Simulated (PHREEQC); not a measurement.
A solution holds 0.0012 mol NaHSO4 per kg of water, at 25 °C. Closed to the air; pH follows from the charge balance.

Equilibrium calculation in PHREEQC: ion-association model, phreeqc.dat.

This is a speciation only: nothing precipitates in the calculation.

Q: What pH, specific conductance does the model give?

A: pH 2.98; specific conductance 594 µS/cm.

Q: In which forms is S present?

A: SO4-2 92 %, HSO4- 7.7 % of the S.

Species that the database lacks are ignored.
